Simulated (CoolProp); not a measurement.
Properties of dodecamethylpentasiloxane (MD3M) along the isotherm 429.4 K.

Model: reference Helmholtz-energy equation of state, Thol 2019, in CoolProp.

| p (MPa) | phase | cp (kJ/(kg K)) | cv (kJ/(kg K)) |
|---|---|---|---|
| 0.0151 | liquid | 1.998 | 1.746 |
| 0.0228 | liquid | 1.998 | 1.746 |
| 0.0343 | liquid | 1.997 | 1.746 |
| 0.0518 | liquid | 1.997 | 1.746 |
| 0.0781 | liquid | 1.997 | 1.746 |
| 0.118 | liquid | 1.997 | 1.746 |
| 0.178 | liquid | 1.997 | 1.746 |
| 0.268 | liquid | 1.997 | 1.746 |
| 0.405 | liquid | … | 1.746 |
| 0.61 | liquid | … | 1.746 |
| 0.921 | liquid | … | 1.746 |
| 1.39 | liquid | … | 1.746 |
| 2.1 | liquid | … | 1.746 |
| 3.16 | liquid | … | 1.746 |
| 4.77 | liquid | … | 1.746 |

Task: Complete the blanks.

Result: 
- 0.405, cp (kJ/(kg K)): 1.996
- 0.61, cp (kJ/(kg K)): 1.995
- 0.921, cp (kJ/(kg K)): 1.994
- 1.39, cp (kJ/(kg K)): 1.993
- 2.1, cp (kJ/(kg K)): 1.990
- 3.16, cp (kJ/(kg K)): 1.988
- 4.77, cp (kJ/(kg K)): 1.984
